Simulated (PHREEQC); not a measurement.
# Arsenic or selenium liquor: speciation

Consider water at 25 °C with 0.001 mol Na2SeO3 and 0.024 mol H2SO4 per kg of water. Closed to the air; pH follows from the charge balance.

All values are PHREEQC results (ion-association model, wateq4f.dat), not measurements.

Each row changes one thing in this solution. Precipitation was switched off in this run.

| case | pH | ionic strength (mol/kgw) | HSeO3- (mol/kgw) |
|---|---|---|---|
| as made | 1.57 | 0.0430 | 7.38e-5 |
| diluted 100-fold with water | 3.35 | 0.000710 | 8.04e-6 |
| H2SO4 left out | 9.69 | 0.00295 | 5.16e-5 |
| 0.00043 mol/kgw (CH3)4NCl added | 1.57 | 0.0435 | 7.39e-5 |
| Na2SeO3 from 0.001 to 0.0005 mol/kgw | 1.55 | 0.0427 | 3.60e-5 |
| temperature from 25 to 10 °C | 1.55 | 0.0460 | 7.07e-5 |

(CH3)4N+ isn't in the database: it is added as a free cation with an ion size of 4 Å. Away from 25 °C the constants follow the database's enthalpies or fits; those with neither stay at their 25 °C values.
